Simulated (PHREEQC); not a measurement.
0.037 g of hydrous ferric oxide (600 m²/g; 0.2 weak and 0.005 strong sites per Fe, Dzombak-Morel constants, diffuse double layer) in 1 kg of water with 0.005 mol/kgw of an inert sodium salt and 0.00031 mmol/kgw SrCl2, at 25 °C; the pH is set by adding NaOH or the inert anion's acid. Oxygen alone is held at its pressure in air (log pO2 = -0.68). The system is closed to CO2. No solid was allowed to form.

Base run: PHREEQC, ion-association model, wateq4f.dat. Each further column changes one thing. The table gives surface charge σ (C/m²).

| pH | base | background salt from 0.005 to 0.0005 mol/kgw | oxide from 0.037 to 0.18 g/kgw |
|---|---|---|---|
| 3 | 0.302 | 0.238 | 0.303 |
| 3.67 | 0.221 | ? | 0.222 |
| 5 | 0.090 | ? | 0.090 |
| 5.67 | 0.051 | ? | 0.051 |
| 6.33 | 0.027 | 0.009 | 0.027 |
| 7.67 | 0.004 | 0.001 | 0.004 |
| 8.33 | -0.002 | ? | -0.002 |
| 9 | -0.009 | -0.003 | -0.009 |
| 10.33 | -0.042 | -0.018 | -0.042 |
| 11 | -0.080 | ? | -0.081 |

Fill in the missing entries.


- 3.67, background salt from 0.005 to 0.0005 mol/kgw: 0.130
- 5, background salt from 0.005 to 0.0005 mol/kgw: 0.038
- 5.67, background salt from 0.005 to 0.0005 mol/kgw: 0.019
- 8.33, background salt from 0.005 to 0.0005 mol/kgw: -0.001
- 11, background salt from 0.005 to 0.0005 mol/kgw: -0.048

The oxide is taken as insoluble; below pH 4 it would dissolve.
